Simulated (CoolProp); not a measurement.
c-C4F8 (RC318) at 298.15 K and 1.53 MPa is throttled through a valve to 0.955 MPa with no heat exchange. Each further row changes one setting.

Model: reference Helmholtz-energy equation of state, Platzer 1990, in CoolProp. This equation is an older, rougher fit; its heat capacities, sound speeds and derivatives of the liquid may be far off and weren't checked against measurements.

| case | temperature change (K) | final phase | final density (kg/m³) |
|---|---|---|---|
| as stated | ? | liquid | 1500 |
| outlet pressure 0.286 MPa | ? | ? | 548 |
| outlet pressure 1.24 MPa | ? | liquid | 1500 |

Question: Some entries are withheld; supply them.

Answer: 
- as stated, temperature change (K): +0.1
- outlet pressure 0.286 MPa, temperature change (K): -2.7
- outlet pressure 0.286 MPa, final phase: two-phase, vapour fraction 0.030
- outlet pressure 1.24 MPa, temperature change (K): +0.0
